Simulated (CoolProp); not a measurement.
Computed with CoolProp (reference Helmholtz-energy equation of state, Akasaka 2015).

**Question.** Give the vapour pressure (kPa), vapour viscosity (µPa s), liquid conductivity (mW/(m K)) of saturated R245fa at 331 K.

**Answer.** 
```
T (K)  p (kPa)  vapour viscosity (µPa s)  liquid conductivity (mW/(m K))
-----  -------  ------------------------  ------------------------------
331        435                      13.2                            82.3
```

Viscosity comes from a separate model (Bell 2016), an estimate that may be off by 10 % or more. Thermal conductivity comes from a separate model (Huber 2003), an estimate that may be off by 10 % or more.
